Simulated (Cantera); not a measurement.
Thermodynamics of chemical vapour transport, feed Fe + Cl2 + H2

Charge: 1 mol Fe, 1.5 mol Cl2, a varied amount of H2, equilibrated at 875 K and 0.133 bar.

These are equilibrium values from Cantera (NASA tables, ideal gas, pure condensed phases), not measurements of a reactor. Candidate condensed phases: Fe, FeCl2, FeCl3; 11 gas species. Equilibrium is a limit: real reactors are often held back by kinetics, nucleation or transport.

| n(H2) (mol) | x HCl | x Fe2Cl6 | x FeCl3 | x H2 | x FeCl2 | x Cl2 | n FeCl2(s) |
|---|---|---|---|---|---|---|---|
| 0.049 | 0.141 | 0.444 | 0.401 | 4.40e-12 | 0.00806 | 0.00526 | 0.0981 |
| 0.075 | 0.209 | 0.398 | 0.379 | 1.08e-11 | 0.00806 | 0.00471 | 0.149 |
| 0.11 | 0.294 | 0.341 | 0.351 | 2.48e-11 | 0.00806 | 0.00404 | 0.218 |
| 0.18 | 0.446 | 0.245 | 0.298 | 7.96e-11 | 0.00806 | 0.00290 | 0.356 |
| 0.27 | 0.614 | 0.145 | 0.229 | 2.55e-10 | 0.00806 | 0.00172 | 0.534 |
| 0.41 | 0.842 | 0.0354 | 0.113 | 1.96e-9 | 0.00806 | 0.000419 | 0.811 |
| 0.64 | 0.869 | 6.08e-10 | 1.48e-5 | 0.122 | 0.00806 | 7.20e-12 | 0.988 |
| 0.97 | 0.674 | 1.40e-10 | 7.13e-6 | 0.317 | 0.00806 | 1.66e-12 | 0.985 |
x: gas mole fraction; n: condensed amount in mol.

From 0.049 mol H2 to 0.97 mol H2 the condensed part is FeCl2(s). The main Fe-bearing gas is Fe2Cl6 at 0.049 mol H2 and FeCl2 at 0.97 mol H2. The share of Fe in condensed phases is highest at 0.64 mol H2 (98.8 %) and lowest at 0.049 mol H2 (9.8 %).
